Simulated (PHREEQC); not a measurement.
Consider water at 25 °C with 0.44 mol/kgw NaH2PO4, 0.013 mol/kgw HF and 1.8e-05 mol/kgw H4SiO4. Closed to the air; pH follows from the charge balance.

Equilibrium calculation in PHREEQC: ion-association model, wateq4f.dat.

| quantity | before | after |
|---|---|---|
| pH | 3.57 | 3.04 |
| ionic strength (mol/kgw) | 0.440 | 0.438 |
| H3PO4 (mol/kgw) | 0.0106 | 0.0344 |
| F- (mol/kgw) | 0.00949 | 0.0294 |
| HF (mol/kgw) | 0.00220 | 0.0234 |
| NaF (mol/kgw) | 0.000991 | 0.00306 |

Which change was made?
(A) diluted 5-fold with water
(B) temperature from 25 to 15 °C
(C) HF from 0.013 to 0.065 mol/kgw
(D) H4SiO4 left out
(E) diluted 10-fold with water

C, HF from 0.013 to 0.065 mol/kgw

Precipitation was switched off in this run. H3PO4, which wateq4f.dat lacks, is added to it with the constant of phreeqc.dat. SiF6-2 is the database's only silicon fluoride.
